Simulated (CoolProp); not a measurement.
Vapour-liquid equilibrium of R125 (1) + R245fa (2) at 9.75 °C; x and y are mole fractions of (1).

Model: multi-fluid Helmholtz-energy mixture model, Lemmon 2005 and Akasaka 2015; pair parameters Bell 2016, in CoolProp.

| x | bubble pressure, mixture model (bar) | bubble pressure, Raoult's law (bar) | y, mixture model | y, Raoult's law |
|---|---|---|---|---|
| 0.05 | 1.257 | 1.226 | 0.371 | 0.368 |
| 0.125 | 1.894 | 1.841 | 0.604 | 0.612 |
| 0.2 | 2.506 | 2.457 | 0.718 | 0.734 |
| 0.275 | 3.100 | 3.072 | 0.786 | 0.808 |
| 0.35 | 3.683 | 3.688 | 0.833 | 0.856 |
| 0.425 | 4.260 | 4.303 | 0.867 | 0.891 |
| 0.5 | 4.835 | 4.918 | 0.894 | 0.917 |
| 0.575 | 5.414 | 5.534 | 0.916 | 0.937 |
| 0.65 | 6.002 | 6.149 | 0.934 | 0.954 |
| 0.725 | 6.602 | 6.765 | 0.951 | 0.967 |
| 0.8 | 7.221 | 7.380 | 0.965 | 0.978 |
| 0.875 | 7.866 | 7.996 | 0.979 | 0.987 |
| 0.95 | 8.544 | 8.611 | 0.992 | 0.995 |

The largest gap from Raoult's law is +2.9 % in bubble pressure, at x = 0.125. No azeotrope shows between x = 0.05 and 0.95.

Pair parameters are fitted to limited data, so mixtures are less certain than the pure fluids. The gap from Raoult's law changes sign with composition, which may be real or a fault of the pair parameters; it wasn't checked against measurements.
